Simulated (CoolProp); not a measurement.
Saturation properties of carbonyl sulfide.

Model: reference Helmholtz-energy equation of state, Lemmon 2006, in CoolProp. It is a short technical equation, of lower accuracy than the large ones.

```json
[
 {"T (K)": "205.5", "p (bar)": "0.4167", "vapour density (kg/m³)": "…", "liquid cp (kJ/(kg K))": "1.168", "surface tension (mN/m)": "…"},
 {"T (K)": "225.2", "p (bar)": "1.121", "vapour density (kg/m³)": "…", "liquid cp (kJ/(kg K))": "1.184", "surface tension (mN/m)": "20.3"},
 {"T (K)": "244.9", "p (bar)": "2.529", "vapour density (kg/m³)": "7.887", "liquid cp (kJ/(kg K))": "1.212", "surface tension (mN/m)": "16.8"},
 {"T (K)": "264.6", "p (bar)": "5.000", "vapour density (kg/m³)": "14.94", "liquid cp (kJ/(kg K))": "1.253", "surface tension (mN/m)": "13.4"},
 {"T (K)": "284.3", "p (bar)": "8.936", "vapour density (kg/m³)": "26.06", "liquid cp (kJ/(kg K))": "1.312", "surface tension (mN/m)": "10.3"},
 {"T (K)": "304", "p (bar)": "…", "vapour density (kg/m³)": "42.95", "liquid cp (kJ/(kg K))": "1.399", "surface tension (mN/m)": "7.39"},
 {"T (K)": "323.7", "p (bar)": "22.98", "vapour density (kg/m³)": "68.38", "liquid cp (kJ/(kg K))": "1.540", "surface tension (mN/m)": "4.81"},
 {"T (K)": "343.4", "p (bar)": "…", "vapour density (kg/m³)": "108.0", "liquid cp (kJ/(kg K))": "1.814", "surface tension (mN/m)": "…"}
]
```

### Question
What belongs in the gaps?

### Answer

- 205.5, vapour density (kg/m³): 1.488
- 205.5, surface tension (mN/m): 24.1
- 225.2, vapour density (kg/m³): 3.711
- 304, p (bar): 14.77
- 343.4, p (bar): 34.06
- 343.4, surface tension (mN/m): 2.58

It boils at 223.0 K under 1 atm.

Surface tension comes from a separate correlation (Mulero 2012).
